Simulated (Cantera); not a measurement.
A freely propagating, adiabatic, planar premixed flame of CH4 : O2 : N2 = 1 : 1.54 : 5.78 (molar parts), equivalence ratio 1.3, unburnt at 300 K and 8.00 bar; mixture-averaged transport, grid criteria slope 0.08 and curve 0.16, no radiation.

Cantera simulation using GRI-Mech 3.0 (53 species, 325 reactions); the numbers are that mechanism's predictions, not measurements. Burning velocities carry a grid error of a few per cent, more on coarse grids.

**Question.** How do the results move with these cheaper or finer settings: unity-Lewis-number transport; multicomponent transport; multicomponent+Soret transport; grid criteria slope 0.5, curve 1; grid criteria slope 0.25, curve 0.5; grid criteria slope 0.03, curve 0.06?

**Answer.** 
| setting | laminar burning velocity | thermal thickness | peak x(CH2O) | peak x(HCO) | grid points |
|---|---|---|---|---|---|
| as above | 8.17 cm/s | 0.216 mm | 0.00134 | 2.37e-6 | 135 |
| unity-Lewis-number transport | 6.45 cm/s | 0.257 mm | 0.000946 | 1.76e-6 | 122 |
| multicomponent transport | 8.25 cm/s | 0.219 mm | 0.00135 | 2.39e-6 | 135 |
| multicomponent+Soret transport | 8.23 cm/s | 0.217 mm | 0.00133 | 2.44e-6 | 135 |
| grid criteria slope 0.5, curve 1 | 8.71 cm/s | 0.240 mm | 0.00140 | 2.14e-6 | 29 |
| grid criteria slope 0.25, curve 0.5 | 8.64 cm/s | 0.225 mm | 0.00136 | 2.35e-6 | 49 |
| grid criteria slope 0.03, curve 0.06 | 8.08 cm/s | 0.214 mm | 0.00134 | 2.38e-6 | 333 |
The base run took roughly 10 core-seconds.
Unity Lewis numbers drop preferential diffusion, which matters most where H2 and H carry the flame; Soret adds thermal diffusion.
